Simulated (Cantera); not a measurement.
An isothermal, constant-pressure homogeneous reactor starts with 13.7 % CH₄, 86.3 % N₂, at 1575 K and 100.0 Torr.

Detailed kinetics in Cantera: GRI-Mech 3.0 (53 species, 325 reactions). GRI-Mech 3.0 stops at C3 and has no aromatics, soot or wall deposition, so with more carbon than oxygen in the feed, carbon stays in small species such as C2H2 where larger ones or solid carbon would form.

Question: Predict: x(CH₄) at 4.00 s; x(H₂) at 4.00 s; x(H) at 4.00 s; x(C₂H₂) at 4.00 s; x(HCN) at 4.00 s; x(C₂H) at 4.00 s.

Answer: 
| Quantity | Value |
|---|---|
| x(CH₄) at 4.00 s | 0.00836 (gas-phase equilibrium 0.000626) |
| x(H₂) at 4.00 s | 0.169 (gas-phase equilibrium 0.180) |
| x(H) at 4.00 s | 4.20e-5 (gas-phase equilibrium 4.86e-5) |
| x(C₂H₂) at 4.00 s | 0.0564 (gas-phase equilibrium 0.0247) |
| x(HCN) at 4.00 s | 2.22e-7 (gas-phase equilibrium 0.0704) |
| x(C₂H) at 4.00 s | 4.09e-8 (gas-phase equilibrium 1.95e-8) |
